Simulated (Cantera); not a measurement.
Input: 1 mol SiCl4, 21 mol N2, 0.5 mol H2, held at 1575 K and 48.0 Pa.

Equilibrium computed with Cantera from the NASA thermochemical tables; the gas is ideal and each condensed phase is pure. Candidate condensed phases: NH4Cl, Si, Si3N4; 28 gas species. The tables' values for SiCl3 are old estimates; treat these amounts as uncertain. Equilibrium is a limit: real reactors are often held back by kinetics, nucleation or transport.

Base state: N2 0.898, HCl 0.0427, SiCl2 0.0248, Cl 0.0161, SiCl3 0.00914, SiCl4 0.00879, H2 1.61e-5, Cl2 1.39e-5 (mole fractions); condensed: gas only.

What changes in the equilibrium state with this change: pressure from 48.0 Pa to 13300 Pa?


```csv
species,before,after
N2,0.898,0.914
HCl,0.0427,0.0410
SiCl4,0.00879,0.0178
Cl,0.0161,0.000105
SiCl2,0.0248,0.0154
SiCl3,0.00914,0.0102
SiHCl3,4.41e-7,7.27e-5
Cl2,1.39e-5,1.64e-7
H2,1.61e-5,0.00125
```
